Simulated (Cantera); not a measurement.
Feed: 1 mol SiCl₄, 21 mol N₂, equilibrated at 0.00133 bar.

These are equilibrium values from Cantera (NASA tables, ideal gas, pure condensed phases), not measurements of a reactor. Candidate condensed phases: Si, Si₃N₄; 13 gas species. The tables' values for SiCl₃ are old estimates; treat these amounts as uncertain. The numbers say what is thermodynamically allowed, not how fast it happens.

x: gas mole fraction; nothing condenses.

| T (K) | x N₂ | x SiCl₄ | x Cl | x SiCl₃ | x SiCl₂ | x Cl₂ | x SiCl |
|---|---|---|---|---|---|---|---|
| 1073 | 0.955 | 0.0454 | 1.47e-5 | 1.50e-5 | (withheld) | 2.49e-7 | <1e-12 |
| 1148 | 0.954 | 0.0454 | 6.28e-5 | 6.24e-5 | (withheld) | 7.33e-7 | <1e-12 |
| 1223 | 0.954 | 0.0452 | 0.000227 | 0.000215 | (withheld) | 1.92e-6 | <1e-12 |
| 1298 | 0.954 | 0.0447 | 0.000720 | 0.000625 | (withheld) | 4.65e-6 | 3.99e-12 |
| 1373 | 0.953 | 0.0435 | 0.00205 | 0.00156 | (withheld) | 1.06e-5 | 8.33e-11 |
| 1448 | 0.949 | 0.0409 | 0.00531 | 0.00335 | (withheld) | 2.28e-5 | 1.17e-9 |
| 1523 | 0.943 | 0.0355 | 0.0125 | 0.00616 | (withheld) | 4.47e-5 | 1.18e-8 |

Question: Some entries are withheld; supply them.

Answer: 
- 1073, x SiCl₂: 7.94e-8
- 1148, x SiCl₂: 9.47e-7
- 1223, x SiCl₂: 8.13e-6
- 1298, x SiCl₂: 5.22e-5
- 1373, x SiCl₂: 0.000257
- 1448, x SiCl₂: 0.00101
- 1523, x SiCl₂: 0.00320
